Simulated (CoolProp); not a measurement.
n-perfluorohexane at 391.48 K and 0.388 MPa is throttled through a valve to 0.0278 MPa with no heat exchange. Each further row changes one setting.

The numbers come from the reference Helmholtz-energy equation of state, Gao 2022 in CoolProp.

```
case                         temperature change (K)  final density (kg/m³)
---------------------------  ----------------------  ---------------------
as stated                                      -4.8                   2.95
outlet pressure 0.00834 MPa                    -5.1                  0.880
outlet pressure 0.0361 MPa                     -4.7                   3.84
```
